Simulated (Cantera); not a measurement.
## Ignition delay

Mixture: 9.72 % CH₄, 13.9 % O₂, 76.4 % N₂, equivalence ratio 1.4, at 0.470 bar, adiabatic and at constant volume. Ignition delay is the time to a rise of 400 K.

Detailed kinetics in Cantera: GRI-Mech 3.0 (53 species, 325 reactions).

```csv
T0 (K),delay (ms)
1275,47.4
1350,17.4
1425,6.96
1500,3.05
1575,1.48
1650,0.784
1725,0.450
1800,0.274
1875,0.176
```

```
Item                                                     Value
--------------------------------------------------  ----------
apparent activation energy between 1725 and 1875 K  170 kJ/mol
```
